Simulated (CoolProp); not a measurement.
Vapour-liquid equilibrium of acetone (1) + n-hexane (2) at 83.1 kPa; x and y are mole fractions of (1).

The numbers come from the multi-fluid Helmholtz-energy mixture model, Lemmon 2006 and Thol 2019; pair parameters Bell 2016 in CoolProp.

Problem. Give the bubble temperature and the first vapour's composition at x = 0.2, 0.65, 0.8. Is there an azeotrope?

Solution. x = 0.2: 320.6 K, y = 0.484; x = 0.65: 317.3 K, y = 0.635; x = 0.8: 317.9 K, y = 0.701. y crosses x between x = 0.5 and 0.65: the model has an azeotrope there.

Pair parameters are fitted to limited data, so mixtures are less certain than the pure fluids.
